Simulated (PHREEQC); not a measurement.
A made-up water analysis in mg/L, 40 °C, pH 2.64, pe 12.4: Na 462; K 3.84; Ca 196; Mg 47.2; Cl 265; S(6) as SO4 1500; Br 0.543; Cd 9.18.

Valence states are taken as typed.

Computed with PHREEQC (ion-association model, wateq4f.dat).

This is a speciation only: nothing precipitates in the calculation.

Problem. Estimate the ionic strength.

Solution. ionic strength 0.0461 mol/kgw.

Problem. In which forms is Na present?

Solution. Na+ 97 %, NaSO4- 2.6 % of the Na.

Constants without temperature data keep their 25 °C values here.
